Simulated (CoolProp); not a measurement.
Vapour-liquid equilibrium of ethanol (1) + n-nonane (2) at 153.95 °C; x and y are mole fractions of (1).

Computed with CoolProp (multi-fluid Helmholtz-energy mixture model, Schroeder 2014 and Lemmon 2006; pair parameters Bell 2016).

```csv
x,bubble pressure (MPa),y at the bubble point,dew pressure at overall composition x (MPa),liquid density (mol/L)
0.05,0.2596,0.570,0.1162,4.880
0.15,0.4835,0.771,0.1303,5.222
0.25,0.6306,0.828,0.1480,5.619
0.35,0.7270,0.855,0.1712,6.085
0.45,0.7934,0.872,0.2026,6.644
0.55,0.8450,0.886,0.2479,7.328
0.65,0.8920,0.900,0.3187,8.186
0.75,0.9406,0.917,0.4442,9.287
0.85,0.9945,0.941,0.7070,10.74
0.95,1.054,0.976,1.011,12.71
```

No azeotrope shows between x = 0.05 and 0.95.

The pair parameters rest on a limited set of measurements; away from them the model extrapolates. With so large a gap from Raoult's law the liquid may split in two, which this calculation doesn't test in full.
